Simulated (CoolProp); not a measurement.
Saturation properties of octamethylcyclotetrasiloxane (D4).

Computed with CoolProp (reference Helmholtz-energy equation of state, Thol 2015).

```csv
T (°C),p (MPa),liquid density (kg/m³),vapour density (kg/m³),liquid cp (kJ/(kg K)),surface tension (mN/m)
55.35,___,915.9,0.1074,1.724,15.8
63.25,0.001535,906.7,0.1633,1.739,15.2
71.15,0.002327,897.4,0.2422,1.755,14.6
79.15,0.003458,888.0,0.3522,1.771,14.0
87.05,0.004997,878.7,0.4989,___,13.5
95.05,0.007103,869.1,0.6954,1.805,12.9
102.95,0.009858,859.6,0.9478,1.822,12.3
110.95,0.01349,849.8,1.275,1.840,11.8
118.85,0.01809,840.1,1.682,1.858,11.2
126.85,0.02397,830.1,2.196,1.877,10.7
134.75,0.03120,820.1,2.820,1.895,10.1
142.65,___,809.9,3.579,___,9.57
150.65,0.05103,799.5,4.505,1.934,9.03
158.55,0.06404,789.0,5.600,1.953,8.51
```

Some entries are withheld; supply them.


- 55.35, p (MPa): 0.0009864
- 87.05, liquid cp (kJ/(kg K)): 1.788
- 142.65, p (MPa): 0.04009
- 142.65, liquid cp (kJ/(kg K)): 1.914

It boils at 175.7 °C under 1 atm.

Surface tension comes from a separate correlation (Mulero 2014), older than this fluid's equation and unchecked against measurements.
